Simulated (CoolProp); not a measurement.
Computed with CoolProp (reference Helmholtz-energy equation of state, Thol 2015).

Give the vapour pressure (MPa), vapour density (kg/m³), liquid cp (kJ/(kg K)) of saturated octamethylcyclotetrasiloxane (D4) at 357.5, 375.1, 384 K.


```tsv
T (K)	p (MPa)	vapour density (kg/m³)	liquid cp (kJ/(kg K))
357.5	0.00442	0.444	1.78
375.1	0.00947	0.912	1.82
384	0.0134	1.27	1.84
```
